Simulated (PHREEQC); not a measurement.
Model water analysis in mg/L, 75 °C, pH 7.36, pe 8.4:

```
constituent         mg/L
------------------  ----
Na                  18.5
K                   0.17
Ca                  23.9
Mg                  25.2
Cl                    66
S(6) as SO4         34.1
Alkalinity as HCO3  89.6
N(5) as NO3         0.07
Si as SiO2          2.84
Cd                  13.7
```

Cl is adjusted to close the charge balance.
Valence states are taken as typed.

Equilibrium calculation in PHREEQC: ion-association model, wateq4f.dat.

No solid was allowed to form.

Problem. Predict the ionic strength.

Solution. ionic strength 0.00588 mol/kgw.

Problem. In which forms is Cd present?

Solution. Cd+2 78 %, CdCl+ 13 %, CdSO4 3.6 %, CdOH+ 2.7 %, CdHCO3+ 2.4 % of the Cd.

Examples of supersaturated solids here: Otavite. Others may be too. Species that the database lacks are ignored. Constants without temperature data keep their 25 °C values here.
